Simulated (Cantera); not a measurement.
Charge: 1 mol SiO2, 4 mol CO, 0.36 mol H2, at 1 atm.

Equilibrium computed with Cantera from the NASA thermochemical tables; the gas is ideal and each condensed phase is pure. Candidate condensed phases: C, C6H6, C7H8, C8H18, H2O, Si, SiC, SiO2; 123 gas species. The tables hold silica as quartz up to 1696 K and as liquid above; real silica turns to tridymite and cristobalite and melts near 1996 K. Rates play no part.

log p: log10 of the partial pressure in bar; n: condensed amount in mol.

```
T (K)  log p CO  log p H2  log p SiO  log p CO2  log p H2O  log p H  log p CH4  n C(graphite)  n SiO2(β-quartz)  n SiO2(condensed)  n SiO2(l)
-----  --------  --------  ---------  ---------  ---------  -------  ---------  -------------  ----------------  -----------------  ---------
1323      -0.03     -1.08      -9.13      -2.47      -3.25    -6.34          ?         0.0167              1.00                  0          0
1398      -0.03     -1.08      -7.69      -2.82      -3.53    -5.86          ?        0.00760              1.00                  0          0
1473      -0.03     -1.08      -6.40      -3.14      -3.79    -5.44          ?        0.00374             1.000                  0          0
1548      -0.03     -1.08      -5.24      -3.42      -4.02    -5.05          ?        0.00195             1.000                  0          0
1623      -0.03     -1.08      -4.19      -3.68      -4.23    -4.70          ?       0.000812             1.000                  0          0
1698      -0.03     -1.08      -3.52      -3.62      -4.14    -4.38          ?              0                 0              0.999          0
1773      -0.03     -1.08      -3.18      -3.31      -3.79    -4.09          ?              0                 0              0.997          0
1848      -0.03     -1.08      -2.88      -3.02      -3.46    -3.82          ?              0                 0              0.994          0
1923      -0.03     -1.08      -2.61      -2.75      -3.16    -3.57          ?              0                 0              0.989          0
1998      -0.04     -1.09      -2.35      -2.50      -2.89    -3.34          ?              0                 0                  0      0.981
2073      -0.04     -1.09      -2.12      -2.27      -2.64    -3.13          ?              0                 0                  0      0.967
2148      -0.04     -1.11      -1.90      -2.06      -2.42    -2.93          ?              0                 0                  0      0.945
2223      -0.05     -1.13      -1.70      -1.86      -2.21    -2.76          ?              0                 0                  0      0.913
```

Task: Complete the blanks.

Result: 
- 1323, log p CH4: -4.33
- 1398, log p CH4: -4.52
- 1473, log p CH4: -4.69
- 1548, log p CH4: -4.84
- 1623, log p CH4: -4.98
- 1698, log p CH4: -5.40
- 1773, log p CH4: -6.04
- 1848, log p CH4: -6.64
- 1923, log p CH4: -7.19
- 1998, log p CH4: -7.70
- 2073, log p CH4: -8.19
- 2148, log p CH4: -8.64
- 2223, log p CH4: -9.09
